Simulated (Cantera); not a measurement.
# Aluminium nitride and oxide growth: Al(CH3)3 + O2 + N2

Input: 1 mol Al(CH3)3, 5 mol O2, 15 mol N2, equilibrated at 23.0 Pa.

Method: chemical equilibrium by Gibbs-energy minimisation in Cantera with the NASA 1993 tables (ideal gas, pure condensed phases). Candidate condensed phases: Al, AlN, Al2O3, C, C6H6, C7H8, C8H18, H2O; 148 gas species. The feed counts by its element totals alone. Kinetics and transport are ignored.

```tsv
T (K)	log p N2	log p H2O	log p CO2	log p CO	log p H2	log p H	log p OH	log p O2	n Al2O3(s)
1075	-3.81	-4.48	-4.64	-5.10	-4.90	-10.28	-12.28	<-15	0.500
1175	-3.81	-4.46	-4.67	-5.04	-4.94	-9.38	-11.06	-15.29	0.500
1275	-3.81	-4.45	-4.69	-5.00	-4.98	-8.62	-10.02	-13.45	0.500
1375	-3.81	-4.44	-4.70	-4.97	-5.02	-7.97	-9.14	-11.87	0.500
1475	-3.81	-4.43	-4.72	-4.94	-5.05	-7.41	-8.38	-10.51	0.500
1575	-3.81	-4.43	-4.73	-4.92	-5.08	-6.92	-7.71	-9.31	0.500
1675	-3.81	-4.42	-4.74	-4.90	-5.11	-6.49	-7.12	-8.26	0.500
1775	-3.82	-4.42	-4.75	-4.89	-5.13	-6.10	-6.60	-7.32	0.500
1875	-3.82	-4.43	-4.77	-4.87	-5.15	-5.76	-6.15	-6.52	0.500
1975	-3.82	-4.46	-4.82	-4.83	-5.12	-5.43	-5.78	-5.91	0.500
2075	-3.84	-4.53	-4.91	-4.77	-5.07	-5.11	-5.51	-5.52	0.500
```
log p: log10 of the partial pressure in bar; n: condensed amount in mol.

From 1075 K to 2075 K the condensed part is Al2O3(s).
